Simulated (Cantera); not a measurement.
An isothermal, constant-pressure homogeneous reactor starts with C2H6 : H2 = 1 : 3.5 (molar parts), at 1500 K and 0.0138 atm.

Model: GRI-Mech 3.0 (53 species, 325 reactions), integrated in Cantera. GRI-Mech 3.0 stops at C3 and has no aromatics, soot or wall deposition, so with more carbon than oxygen in the feed, carbon stays in small species such as C2H2 where larger ones or solid carbon would form. Radical loss at walls, strong at low pressure, is not modelled.

Predict: x(C2H6) at 20.0 s; x(H2) at 20.0 s; x(CH2) at 20.0 s; x(CH3) at 20.0 s; x(C2H2) at 20.0 s; x(C2H4) at 20.0 s.


```
Quantity                                              Result
-----------------  -----------------------------------------
x(C2H6) at 20.0 s    4.27e-6 (gas-phase equilibrium 5.16e-8)
x(H2) at 20.0 s          0.808 (gas-phase equilibrium 0.844)
x(CH2) at 20.0 s     1.36e-8 (gas-phase equilibrium 1.60e-9)
x(CH3) at 20.0 s    0.000144 (gas-phase equilibrium 1.18e-5)
x(C2H2) at 20.0 s        0.133 (gas-phase equilibrium 0.152)
x(C2H4) at 20.0 s  0.000534 (gas-phase equilibrium 0.000507)
```
